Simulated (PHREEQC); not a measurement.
Dissolve 0.95 mol/kgw NaCl, 0.07 mol/kgw KCl and 2.4 mol/kgw LiCl at 25 °C and 50 atm. Closed to the air; pH follows from the charge balance.

Model: Pitzer model, pitzer.dat, run in PHREEQC.

No solid was allowed to form.

### Question
Predict the activity of water, density.

### Answer
activity of water 0.855; density 1.087 g/cm³.

Complexes and solids missing from the database can't appear. Under pressure, the constants of complexes without a molar volume in the database are unreliable.
